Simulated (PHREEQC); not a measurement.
**Nickel, zinc or cadmium bath: speciation**

Consider water at 25 °C with 0.001 mol/kgw ZnSO4, 0.0028 mol/kgw NaCl and 0.028 mol/kgw MnSO4. Closed to the air; pH follows from the charge balance.

Computed with PHREEQC (ion-association model, wateq4f.dat).

This is a speciation only: nothing precipitates in the calculation.

Q: What pH, ionic strength does the model give?

A: pH 6.27; ionic strength 0.0764 mol/kgw.

Q: In which forms is Na present?

A: Na+ 96 %, NaSO4- 3.6 % of the Na.
